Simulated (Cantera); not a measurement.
An isothermal, constant-pressure homogeneous reactor starts with 30.6 % H2, 63.8 % O2, 5.61 % N2, at 1223 K and 0.0263 atm.

Detailed kinetics in Cantera: GRI-Mech 3.0 (53 species, 325 reactions). Radical loss at walls, strong at low pressure, is not modelled. The temperature is held fixed by assumption; the heat of reaction is taken as removed at once.

One state of this run: x H2 = 1.22e-6; x O2 = 0.572; x H2O = 0.361; x O = 3.79e-6; x H2O2 = 1.69e-8; x H = 4.00e-8; x HO2 = 6.22e-8. x: mole fraction; the columns are a selection and need not sum to one.

Problem. Which value of t (s) does it belong to?
(A) 0.00737
(B) 0.185
(C) 0.543
(D) 0.000100

Solution. C, 0.543
